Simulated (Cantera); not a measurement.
Cantera run:

```python
import numpy as np
import cantera as ct

gas_names = """
    H HNO HNO2 HNO3 HO2 H2 H2O H2O2 N NH NH2 NH3 NH2OH NO NO2 NO3 N2 N2H2 N2H4 N2O O OH O2 O3 V VN VO
    VO2
""".split()
cond_names = """
    H2O(s) H2O(L) V(cr) V(L) VN(s) VO(s) VO(L) V2O3(s) V2O3(L) V2O4(I) V2O4(II) V2O4(L) V2O5(s) V2O5(L)
""".split()


def load(file, names, dense=False):
    # The tables refer to 1 bar. Condensed volumes are neglected.
    table = {s.name: s for s in ct.Species.list_from_file(file)}
    out = []
    for n in names:
        d = dict(table[n].input_data)
        d["thermo"] = dict(d["thermo"], **{"reference-pressure": 1e5})
        if dense:
            d["equation-of-state"] = {"model": "constant-volume", "density": "1e6 g/cm^3"}
        out.append(ct.Species.from_dict(d))
    return out


gas = ct.Solution(thermo="ideal-gas", species=load("nasa_gas.yaml", gas_names))
cond = {s.name: ct.Solution(thermo="fixed-stoichiometry", species=[s], name=s.name)
        for s in load("nasa_condensed.yaml", cond_names, dense=True)}
atoms = {
    'V': {'V': 1},
    'H2O': {'H': 2, 'O': 1},
    'N2': {'N': 2},
}
top_T = {'VN(s)': 2300}  # K; cautious upper limits of use, not melting points


def equilibrate(T, P, feed):
    n = {}
    for name, mol in feed.items():
        for a, k in atoms[name].items():
            n[a] = n.get(a, 0.0) + k * mol
    gas.TPX = T, P, n
    mass = sum(n.values()) * gas.mean_molecular_weight
    gas.equilibrate("TP")
    valid = [c for c in cond.values() if c.min_temp <= T <= top_T.get(c.name, c.max_temp)]
    mix = ct.Mixture([(gas, mass / gas.mean_molecular_weight)] + [(c, 0.0) for c in valid])
    mix.T, mix.P = T, P
    mix.equilibrate("TP", solver="vcs", rtol=1e-11, max_steps=5000)
    return mix


results = []
feed = {'V': 1, 'H2O': 4.6, 'N2': 27}  # mol
for P in [0.1, 1, 10, 100, 1000, 10000, 100000, 1000000]:
    for T in [1623, 1673, 1723, 1773, 1823, 1873, 1923, 1973, 2023, 2073, 2123, 2173, 2223]:
        mix = equilibrate(T, P, feed)
        results.append((T, P, feed, dict(zip(mix.species_names, mix.species_moles))))

for T, P, feed, n in results:
    print(f"{T:7g} {P:10.4g}  " + (" + ".join(c for c in cond_names if n.get(c, 0) > 1e-12) or "gas only"))
```

It prints:

```
   1623        0.1  gas only
   1673        0.1  gas only
   1723        0.1  gas only
   1773        0.1  gas only
   1823        0.1  gas only
   1873        0.1  gas only
   1923        0.1  gas only
   1973        0.1  gas only
   2023        0.1  gas only
   2073        0.1  gas only
   2123        0.1  gas only
   2173        0.1  gas only
   2223        0.1  gas only
   1623          1  V2O3(s)
   1673          1  gas only
   1723          1  gas only
   1773          1  gas only
   1823          1  gas only
   1873          1  gas only
   1923          1  gas only
   1973          1  gas only
   2023          1  gas only
   2073          1  gas only
   2123          1  gas only
   2173          1  gas only
   2223          1  gas only
   1623         10  V2O3(s)
   1673         10  V2O3(s)
   1723         10  V2O3(s)
   1773         10  V2O3(s)
   1823         10  gas only
   1873         10  gas only
   1923         10  gas only
   1973         10  gas only
   2023         10  gas only
   2073         10  gas only
   2123         10  gas only
   2173         10  gas only
   2223         10  gas only
   1623        100  V2O3(s)
   1673        100  V2O3(s)
   1723        100  V2O3(s)
   1773        100  V2O3(s)
   1823        100  V2O3(s)
   1873        100  V2O3(s)
   1923        100  V2O3(s)
   1973        100  gas only
   2023        100  gas only
   2073        100  gas only
   2123        100  gas only
   2173        100  gas only
   2223        100  gas only
   1623       1000  V2O3(s)
   1673       1000  V2O3(s)
   1723       1000  V2O3(s)
   1773       1000  V2O3(s)
   1823       1000  V2O3(s)
   1873       1000  V2O3(s)
   1923       1000  V2O3(s)
   1973       1000  V2O3(s)
   2023       1000  V2O3(s)
   2073       1000  V2O3(s)
   2123       1000  gas only
   2173       1000  gas only
   2223       1000  gas only
   1623      1e+04  V2O3(s)
   1673      1e+04  V2O3(s)
   1723      1e+04  V2O3(s)
   1773      1e+04  V2O3(s)
   1823      1e+04  V2O3(s)
   1873      1e+04  V2O3(s)
   1923      1e+04  V2O3(s)
   1973      1e+04  V2O3(s)
   2023      1e+04  V2O3(s)
   2073      1e+04  V2O3(s)
   2123      1e+04  V2O3(s)
   2173      1e+04  V2O3(s)
   2223      1e+04  V2O3(s)
   1623      1e+05  V2O3(s)
   1673      1e+05  V2O3(s)
   1723      1e+05  V2O3(s)
   1773      1e+05  V2O3(s)
   1823      1e+05  V2O3(s)
   1873      1e+05  V2O3(s)
   1923      1e+05  V2O3(s)
   1973      1e+05  V2O3(s)
   2023      1e+05  V2O3(s)
   2073      1e+05  V2O3(s)
   2123      1e+05  V2O3(s)
   2173      1e+05  V2O3(s)
   2223      1e+05  V2O3(s)
   1623      1e+06  V2O3(s)
   1673      1e+06  V2O3(s)
   1723      1e+06  V2O3(s)
   1773      1e+06  V2O3(s)
   1823      1e+06  V2O3(s)
   1873      1e+06  V2O3(s)
   1923      1e+06  V2O3(s)
   1973      1e+06  V2O3(s)
   2023      1e+06  V2O3(s)
   2073      1e+06  V2O3(s)
   2123      1e+06  V2O3(s)
   2173      1e+06  V2O3(s)
   2223      1e+06  V2O3(s)
```

Cantera equilibrium calculation (NASA polynomials, part measured and part estimated; ideal gas, pure solids and liquids). Condensed phases not in the tables: the oxides between V2O3 and V2O5 other than VO2.
